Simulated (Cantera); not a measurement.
An isothermal, constant-pressure homogeneous reactor starts with 89.8 % NH3, 9.88 % H2, 0.279 % N2, at 2298 K and 0.0300 bar.

Cantera simulation using the gas-phase N/H chemistry of the illustrative SiF4/NH3 mechanism in the Surface Chemkin manual (1991); the numbers are that mechanism's predictions, not measurements. Walls and surfaces, which speed up NH3 decomposition in real reactors, are not modelled.

x: mole fraction; the columns are a selection and need not sum to one.

```json
[
 {"t (s)": "9.00e-6", "x NH3": "0.898", "x H2": "0.0989", "x H": "7.01e-6", "x N2": "0.00278", "x N2H2": "1.08e-9"},
 {"t (s)": "6.27e-5", "x NH3": "0.898", "x H2": "0.0991", "x H": "2.42e-5", "x N2": "0.00278", "x N2H2": "1.72e-7"},
 {"t (s)": "0.000437", "x NH3": "0.892", "x H2": "0.101", "x H": "0.000131", "x N2": "0.00306", "x N2H2": "1.45e-5"},
 {"t (s)": "0.00304", "x NH3": "0.839", "x H2": "0.139", "x H": "0.000253", "x N2": "0.0163", "x N2H2": "3.09e-5"},
 {"t (s)": "0.0212", "x NH3": "(withheld)", "x H2": "(withheld)", "x H": "(withheld)", "x N2": "(withheld)", "x N2H2": "(withheld)"},
 {"t (s)": "0.148", "x NH3": "0.0755", "x H2": "0.704", "x H": "0.00236", "x N2": "0.218", "x N2H2": "1.42e-6"},
 {"t (s)": "1.03", "x NH3": "(withheld)", "x H2": "0.725", "x H": "(withheld)", "x N2": "0.233", "x N2H2": "1.02e-12"},
 {"t (s)": "7.18", "x NH3": "1.17e-7", "x H2": "0.720", "x H": "0.0472", "x N2": "0.232", "x N2H2": "<1e-12"},
 {"t (s)": "50.0", "x NH3": "1.16e-7", "x H2": "0.720", "x H": "0.0472", "x N2": "0.232", "x N2H2": "<1e-12"}
]
```

Task: Fill in the missing entries.

Result: 
- 0.0212, x NH3: 0.565
- 0.0212, x H2: 0.343
- 0.0212, x H: 0.000635
- 0.0212, x N2: 0.0888
- 0.0212, x N2H2: 1.65e-5
- 1.03, x NH3: 1.33e-6
- 1.03, x H: 0.0414
